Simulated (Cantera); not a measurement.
An isothermal plug-flow reactor at 875 K and 0.360 bar (inlet), inlet velocity 1.2 m/s, active area per volume 9700 1/m; feed CH₄ : O₂ : N₂ : H₂O = 0.0022 : 0.041 : 0.79 : 0.087 (molar parts), equivalence ratio 0.11.

Detailed kinetics in Cantera: Deutschmann's 1995 Pt surface mechanism with GRI-Mech 3.0 gas chemistry. Catalytic surfaces can have several steady states; this one follows from the mechanism file's or the stated starting coverage. Mass transfer to the wall is taken as infinitely fast.

One state of this run: x CH₄ = 0.000271; x O₂ = 0.0403; x H₂O = 0.0988; x CO₂ = 0.00212; x CO = 8.36e-8; θ free Pt = 0.149; θ O* = 0.846; θ OH* = 0.00495. x: gas mole fraction; θ: surface coverage.

Task: Which value of z (m) does it belong to?
(A) 8.1e-05
(B) 0.0081
(C) 0.00045
(D) 0.00081

Result: B, 0.0081
